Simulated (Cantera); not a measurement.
**Hydrocarbon pyrolysis for carbon deposition**

A perfectly stirred reactor is fed with CH4 : H2 = 1 : 3.3 (molar parts), at 0.00900 bar; it is held at 1723 K, and followed from long to short residence time.

Computed with Cantera and GRI-Mech 3.0 (53 species, 325 reactions). GRI-Mech 3.0 stops at C3 and has no aromatics, soot or wall deposition, so with more carbon than oxygen in the feed, carbon stays in small species such as C2H2 where larger ones or solid carbon would form. Radical loss at walls, strong at low pressure, is not modelled.

| τ (s) | x CH4 | x H2 | x CH2 | x C2H2 | x C2H | x C2H6 |
|---|---|---|---|---|---|---|
| 6.5 | 0.0218 | 0.891 | 8.53e-7 | 0.0850 | 7.83e-7 | 1.68e-6 |
| 3.2 | 0.0329 | 0.884 | 1.03e-6 | 0.0804 | 6.81e-7 | 3.42e-6 |
| 1.5 | 0.0500 | 0.874 | 1.23e-6 | 0.0732 | 5.67e-7 | 7.02e-6 |
| 0.75 | 0.0714 | 0.861 | 1.42e-6 | 0.0641 | 4.59e-7 | 1.29e-5 |
| 0.36 | 0.101 | 0.844 | 1.60e-6 | 0.0517 | 3.42e-7 | 2.27e-5 |
| 0.18 | 0.133 | 0.824 | 1.73e-6 | 0.0379 | 2.32e-7 | 3.51e-5 |
| 0.086 | 0.169 | 0.803 | 1.74e-6 | 0.0227 | 1.24e-7 | 4.79e-5 |
| 0.042 | 0.200 | 0.784 | 1.47e-6 | 0.00993 | 4.54e-8 | 5.05e-5 |
| 0.020 | 0.222 | 0.772 | 8.24e-7 | 0.00205 | 6.31e-9 | 3.23e-5 |
| 0.0099 | 0.230 | 0.768 | 2.65e-7 | 0.000165 | 2.64e-10 | 1.06e-5 |
| 0.0048 | 0.232 | 0.767 | 6.56e-8 | 7.85e-6 | 5.96e-12 | 2.47e-6 |
x: mole fraction; the columns are a selection and need not sum to one.
